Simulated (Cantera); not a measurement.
An adiabatic, constant-volume homogeneous reactor starts with H2 : O2 : N2 = 1 : 0.385 : 1.45 (molar parts), at 1200 K and 3750 Torr. Integrator tolerance rtol = 1e-08.

Model: GRI-Mech 3.0 (53 species, 325 reactions), integrated in Cantera. The hydrogen kinetics of GRI-Mech 3.0 are dated; newer H2 mechanisms differ, most at raised pressure. Above 3000 K some thermodynamic fits are extrapolated.

Problem. What does this change do: pressure from 3750 Torr to 8250 Torr?

Solution. 
```csv
quantity,before,after
time of steepest temperature rise,16.2 µs,70.0 µs
temperature at 0.500 s,3110 K,3180 K
equilibrium temperature,3110 K,3180 K
x(H2) at 0.500 s,0.103 (gas-phase equilibrium 0.103),0.102 (gas-phase equilibrium 0.102)
x(O2) at 0.500 s,0.00252 (gas-phase equilibrium 0.00252),0.00185 (gas-phase equilibrium 0.00185)
x(NO) at 0.500 s,0.00510 (gas-phase equilibrium 0.00510),0.00473 (gas-phase equilibrium 0.00473)
x(O) at 0.500 s,0.00243 (gas-phase equilibrium 0.00243),0.00173 (gas-phase equilibrium 0.00173)
x(H) at 0.500 s,0.0209 (gas-phase equilibrium 0.0209),0.0169 (gas-phase equilibrium 0.0169)
x(N2O) at 0.500 s,8.40e-7 (gas-phase equilibrium 8.40e-7),1.17e-6 (gas-phase equilibrium 1.17e-6)
x(H2O2) at 0.500 s,9.47e-7 (gas-phase equilibrium 9.47e-7),1.37e-6 (gas-phase equilibrium 1.37e-6)
```

Problem. What does this change do: constant pressure in place of constant volume?

Solution. 
```
quantity                                                            before                                    after
---------------------------------  ---------------------------------------  ---------------------------------------
time of steepest temperature rise                                  16.2 µs                                  16.7 µs
temperature at 0.500 s                                              3110 K                                   2882 K
equilibrium temperature                                             3110 K                                   2882 K
x(H2) at 0.500 s                       0.103 (gas-phase equilibrium 0.103)    0.0985 (gas-phase equilibrium 0.0985)
x(O2) at 0.500 s                   0.00252 (gas-phase equilibrium 0.00252)  0.00151 (gas-phase equilibrium 0.00151)
x(NO) at 0.500 s                   0.00510 (gas-phase equilibrium 0.00510)  0.00300 (gas-phase equilibrium 0.00300)
x(O) at 0.500 s                    0.00243 (gas-phase equilibrium 0.00243)  0.00130 (gas-phase equilibrium 0.00130)
x(H) at 0.500 s                      0.0209 (gas-phase equilibrium 0.0209)    0.0153 (gas-phase equilibrium 0.0153)
x(N2O) at 0.500 s                  8.40e-7 (gas-phase equilibrium 8.40e-7)  3.24e-7 (gas-phase equilibrium 3.24e-7)
x(H2O2) at 0.500 s                 9.47e-7 (gas-phase equilibrium 9.47e-7)  3.60e-7 (gas-phase equilibrium 3.60e-7)
```
